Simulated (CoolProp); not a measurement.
A single-stage vapour-compression cycle with CH3F (R41): evaporating at 223.15 K (dew point), condensing at 291.15 K (bubble point), superheat 0 K, subcooling 8 K, compressor efficiency 0.65, no pressure losses. Each further row changes one setting.

The numbers come from the reference Helmholtz-energy equation of state, Lemmon 2006 in CoolProp. It is a short technical equation, of lower accuracy than the large ones.

| case | cooling COP | pressure ratio | discharge temperature (K) | refrigerating effect (kJ/kg) | volumetric capacity (kJ/m³) |
|---|---|---|---|---|---|
| as stated | (withheld) | 8.33 | 410.4 | 302 | (withheld) |
| evaporating temperature 228.15 K | (withheld) | 6.82 | 397.0 | 304 | 2910 |
| condensing temperature 286.15 K | (withheld) | 7.36 | 398.1 | 315 | 2490 |
| subcooling 13 K | 1.56 | 8.33 | 410.4 | 316 | 2500 |

Problem. Some entries are withheld; supply them.

Solution. 
- as stated, cooling COP: 1.49
- as stated, volumetric capacity (kJ/m³): 2390
- evaporating temperature 228.15 K, cooling COP: 1.69
- condensing temperature 286.15 K, cooling COP: 1.68
